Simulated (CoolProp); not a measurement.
Computed with CoolProp (reference Helmholtz-energy equation of state, Outcalt 1996). It is a modified Benedict-Webb-Rubin equation, recast in Helmholtz form.

Give the vapour pressure (kPa), enthalpy of vaporisation (kJ/kg), liquid cp (kJ/(kg K)), vapour Z of saturated R152A at 226 K.


```csv
T (K),p (kPa),enthalpy of vaporisation (kJ/kg),liquid cp (kJ/(kg K)),vapour Z
226,32.2,349,1.57,0.980
```
